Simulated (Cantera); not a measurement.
Input: 1 mol SiCl₄, 0.15 mol O₃, 74 mol H₂, held at 0.105 Torr.

Cantera equilibrium calculation (NASA polynomials, part measured and part estimated; ideal gas, pure solids and liquids). Candidate condensed phases: H₂O, Si, SiO₂; 30 gas species. Mutual solubility and eutectic melting of coexisting phases are not modelled. The tables hold silica as quartz up to 1696 K and as liquid above; real silica turns to tridymite and cristobalite and melts near 1996 K. Rates play no part.

Which condensed phases are stable at each of these points (T (°C)): 600, 675, 750, 825, 900, 975, 1050, 1125, 1200, 1275, 1350?


```json
[
 {"T (°C)": "600", "condensed phases": "Si(s) + SiO₂(β-quartz)", "Si condensed (%)": "28.1"},
 {"T (°C)": "675", "condensed phases": "Si(s) + SiO₂(β-quartz)", "Si condensed (%)": "50.5"},
 {"T (°C)": "750", "condensed phases": "Si(s) + SiO₂(β-quartz)", "Si condensed (%)": "64.7"},
 {"T (°C)": "825", "condensed phases": "Si(s) + SiO₂(β-quartz)", "Si condensed (%)": "65.6"},
 {"T (°C)": "900", "condensed phases": "Si(s) + SiO₂(β-quartz)", "Si condensed (%)": "51.9"},
 {"T (°C)": "975", "condensed phases": "Si(s)", "Si condensed (%)": "17.9"},
 {"T (°C)": "1050", "condensed phases": "Si(s)", "Si condensed (%)": "15.8"},
 {"T (°C)": "1125", "condensed phases": "Si(s)", "Si condensed (%)": "13.8"},
 {"T (°C)": "1200", "condensed phases": "Si(s)", "Si condensed (%)": "11.7"},
 {"T (°C)": "1275", "condensed phases": "Si(s)", "Si condensed (%)": "8.4"},
 {"T (°C)": "1350", "condensed phases": "gas only", "Si condensed (%)": "0.0"}
]
```

From 600 °C to 900 °C the condensed part is Si(s) + SiO₂(β-quartz). From 975 °C to 1275 °C the condensed part is Si(s). At 1350 °C nothing is condensed.
